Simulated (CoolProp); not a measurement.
A closed Brayton cycle with nitrogen: compressor inlet 311.15 K and 4.3 MPa, high pressure 10.1 MPa, turbine inlet 695 K, compressor efficiency 0.85, turbine efficiency 0.93, recuperator effectiveness 0.8 (on enthalpy, no pinch check). Each further row changes one setting.

The numbers come from the reference Helmholtz-energy equation of state, Span 2000 in CoolProp.

```tsv
case	thermal efficiency (%)	net work (kJ/kg)	compressor to turbine work	compressor exit (K)	turbine exit (K)
as stated	23.3	43.2	0.71	413.5	559.2
turbine inlet 645 K	(withheld)	(withheld)	0.77	413.5	517.7
compressor inlet 321.15 K	21.7	39.6	0.74	(withheld)	559.2
high pressure 8.58 MPa	(withheld)	39.8	(withheld)	391.9	583.0
recuperator effectiveness 0.5	18.6	43.2	0.71	413.5	559.2
```

### Question
Fill in the missing entries.

### Answer

- turbine inlet 645 K, thermal efficiency (%): 19.5
- turbine inlet 645 K, net work (kJ/kg): 32.3
- compressor inlet 321.15 K, compressor exit (K): 426.7
- high pressure 8.58 MPa, thermal efficiency (%): 23.5
- high pressure 8.58 MPa, compressor to turbine work: 0.68
